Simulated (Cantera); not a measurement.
Charge: 1 mol B2O3, a varied amount of N2, 2.8 mol H2, held at 2025 K and 278 Torr.

Equilibrium computed with Cantera from the NASA thermochemical tables; the gas is ideal and each condensed phase is pure. Candidate condensed phases: B, BN, B2O3, B3O3H3, H2O; 39 gas species. Kinetics and transport are ignored.

Q: Which condensed phases are stable at each of these points (n(N2) (mol)): 0.36, 0.62, 1, 1.8, 3, 5.1, 8.7, 15?

A: 
```csv
n(N2) (mol),condensed phases,B condensed (%)
0.36,B2O3(l),2.9
0.62,gas only,0.0
1,gas only,0.0
1.8,gas only,0.0
3,gas only,0.0
5.1,gas only,0.0
8.7,gas only,0.0
15,gas only,0.0
```

At 0.36 mol N2 the condensed part is B2O3(l). From 0.62 mol N2 to 15 mol N2 nothing is condensed.
